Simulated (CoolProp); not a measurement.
Vapour pressure (MPa) of decamethyltetrasiloxane (MD2M): the reference equation beside estimates from Tc = 599.4 K, pc = 1.144 MPa, ω = 0.635. Clausius-Clapeyron is anchored at 439.5 K with a constant enthalpy of vaporisation of 43.56 kJ/mol.

The numbers come from the reference Helmholtz-energy equation of state, Thol 2017 in CoolProp.

```
T (K)  reference  Lee-Kesler  Clausius-Clapeyron  van der Waals  Redlich-Kwong  Soave-Redlich-Kwong  Peng-Robinson
-----  ---------  ----------  ------------------  -------------  -------------  -------------------  -------------
410.4    0.01954     0.01959             0.02080         0.2047        0.08276              0.01959        0.02025
425      0.03145     0.03141             0.03224         0.2448         0.1114              0.03148        0.03221
439.5    0.04842     0.04828             0.04842         0.2894         0.1462              0.04848        0.04920
454      0.07194     0.07166             0.07086         0.3389         0.1882              0.07216        0.07272
468.5     0.1036      0.1032              0.1013         0.3935         0.2379               0.1042         0.1044
483.1     0.1454      0.1448              0.1420         0.4539         0.2966               0.1468         0.1465
497.6     0.1987      0.1981              0.1947         0.5193         0.3640               0.2014         0.2004
512.1     0.2658      0.2654              0.2624         0.5904         0.4411               0.2706         0.2686
526.7     0.3498      0.3499              0.3484         0.6677         0.5293               0.3575         0.3544
541.2     0.4519      0.4532              0.4548         0.7504         0.6278               0.4634         0.4593
555.7     0.5759      0.5793              0.5855         0.8391         0.7378               0.5916         0.5868
570.3     0.7272      0.7333              0.7453         0.9347         0.8606               0.7463         0.7416
584.8     0.9101      0.9185              0.9359          1.036         0.9953               0.9285         0.9251
```

Absolute difference from the reference over all 13 rows, mean and median: Lee-Kesler 0.4 and 0.3 %, Clausius-Clapeyron 2.0 and 2.0 %, van der Waals 270.4 and 161.3 %, Redlich-Kwong 113.1 and 83.2 %, Soave-Redlich-Kwong 1.4 and 1.4 %, Peng-Robinson 1.6 and 1.6 %.
